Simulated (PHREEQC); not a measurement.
A PHREEQC input (ion-association model, wateq4f.dat):

```
SOLUTION 1
  temp 25
  units mg/kgw
  pH 7.59 charge
  pe 11.6
  Na 6.67
  K 59.5
  Ca 11.9
  Mg 14.1
  Cl 100
  S(6) 8.42 as SO4
  Alkalinity 40.6 as HCO3
  Br 0.244
  Li 0.0389
END
USE solution 1
EQUILIBRIUM_PHASES 1
  CO2(g) -2 10
END
```

It stops with these messages:

```
ERROR: pH adustment cannot attain charge balance when alkalinity is fixed.
ERROR: Program terminating due to input errors.
```

The fault: pH asked from the charge balance while alkalinity is fixed. The line should read `pH 7.59` where the input has `pH 7.59 charge`. With the mend the run ends at pH 6.61 and ionic strength 0.00454 mol/kgw.
